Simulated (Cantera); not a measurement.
Feed: 1 mol Fe2O3, 6.6 mol CO, 15 mol N2, equilibrated at 2323 K and 0.610 bar.

Method: chemical equilibrium by Gibbs-energy minimisation in Cantera with the NASA 1993 tables (ideal gas, pure condensed phases). Candidate condensed phases: C, Fe, Fe(CO)5, FeO, Fe2O3, Fe3O4; 27 gas species. The tables' stoichiometric FeO is somewhat more stable than real wüstite, so its field is too wide. FeO: taken at fixed stoichiometry. The numbers say what is thermodynamically allowed, not how fast it happens.

Base state: N2 0.690, CO 0.252, CO2 0.0514, Fe 0.00554, FeO 0.000248, NO 0.000118, O 2.54e-5, O2 1.22e-5 (mole fractions); condensed: FeO(l).

What changes in the equilibrium state with this change: 1.3 mol H2S added?


```
species       before    after
-----------  -------  -------
N2             0.690    0.623
CO             0.252    0.252
H2                 0   0.0337
CO2           0.0514   0.0216
S2                 0   0.0170
H2O                0   0.0164
Fe           0.00554   0.0132
SO                 0  0.00745
SO2                0  0.00463
FeO(l), mol     1.87     1.67
Fe(l), mol         0  0.00851
```
Each liquid is taken as pure. Mutual solubility and eutectic melting of coexisting phases are not modelled. Further candidate phases: C6H6, C7H8, C8H18, Fe(OH)2, Fe(OH)3, FeS, FeSO4, FeS2, Fe2(SO4)3, H2O, H2SO4, S.

What changes in the equilibrium state with this change: pressure from 0.610 bar to 0.0200 bar?


```csv
species,before,after
N2,0.690,0.640
CO,0.252,0.184
CO2,0.0514,0.0982
Fe,0.00554,0.0643
O2,1.22e-5,0.00257
O,2.54e-5,0.00203
FeO,0.000248,0.00757
NO,0.000118,0.00164
"FeO(l), mol",1.87,0.317
```
